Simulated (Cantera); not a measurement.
An isothermal, constant-pressure homogeneous reactor starts with H2 : O2 = 0.095 : 1 (molar parts), equivalence ratio 0.048, at 1350 K and 14.3 Torr.

Detailed kinetics in Cantera: the H2/O2 subset of GRI-Mech 3.0, which has no nitrogen chemistry. Radical loss at walls, strong at low pressure, is not modelled. The temperature is held fixed by assumption; the heat of reaction is taken as removed at once.

x: mole fraction; the columns are a selection and need not sum to one.

| t (s) | x H2 | x O2 | x H2O2 | x HO2 | x H2O |
|---|---|---|---|---|---|
| 5.00e-5 | 0.0868 | 0.913 | 5.16e-11 | 6.44e-8 | 3.81e-8 |
| 0.000128 | 0.0868 | 0.913 | 3.31e-10 | 1.65e-7 | 6.28e-7 |
| 0.000327 | 0.0867 | 0.913 | (withheld) | 4.97e-7 | 6.45e-5 |
| 0.000836 | 0.00734 | 0.854 | (withheld) | 5.25e-6 | 0.0643 |
| 0.00214 | 0.00219 | 0.850 | 1.52e-7 | 4.89e-6 | 0.0735 |
| 0.00547 | 0.00190 | 0.859 | 1.53e-7 | 4.80e-6 | 0.0762 |
| 0.0140 | 0.00132 | 0.876 | 1.48e-7 | 4.44e-6 | 0.0811 |
| 0.0358 | 0.000583 | 0.895 | (withheld) | 3.36e-6 | 0.0863 |
| 0.0914 | 0.000148 | 0.905 | (withheld) | 1.67e-6 | 0.0891 |
| 0.234 | 2.85e-5 | 0.908 | (withheld) | 5.33e-7 | 0.0901 |
| 0.598 | 5.74e-6 | 0.909 | (withheld) | 1.50e-7 | 0.0905 |
| 1.53 | 1.38e-6 | 0.909 | (withheld) | 5.84e-8 | 0.0906 |
| 3.91 | 4.06e-7 | 0.909 | (withheld) | 4.78e-8 | 0.0906 |
| 10.0 | 1.75e-7 | 0.909 | (withheld) | 5.83e-8 | 0.0907 |

Fill in the missing entries.


- 0.000327, x H2O2: 2.16e-9
- 0.000836, x H2O2: 2.50e-7
- 0.0358, x H2O2: 1.22e-7
- 0.0914, x H2O2: 7.20e-8
- 0.234, x H2O2: 3.18e-8
- 0.598, x H2O2: 1.23e-8
- 1.53, x H2O2: 4.63e-9
- 3.91, x H2O2: 1.88e-9
- 10.0, x H2O2: 1.07e-9
